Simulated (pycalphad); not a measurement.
All values are pycalphad results on the COST 507 light-alloy database (1999) (1 atm), not direct measurements. These are 1990s assessments: newer ones move some temperatures and phases. Diffusion is slow at the low end, where real alloys seldom reach equilibrium.

## Si-24.78Ti (wt.%): equilibrium cooling sequence

```json
[
 {"T (K)": "1632.7", "phases above": "LIQUID", "phases below": "DIAMOND_A4 + LIQUID"},
 {"T (K)": "1604.2", "phases above": "DIAMOND_A4 + LIQUID", "phases below": "DIAMOND_A4 + SI2TI"}
]
```

Changes were sought between steps of 50 K, so a narrower field can be missed.

Database names, with the compositions (at.%) that they take in these runs: SI2TI: Si 67 Ti 33. DIAMOND_A4 is diamond (Si).
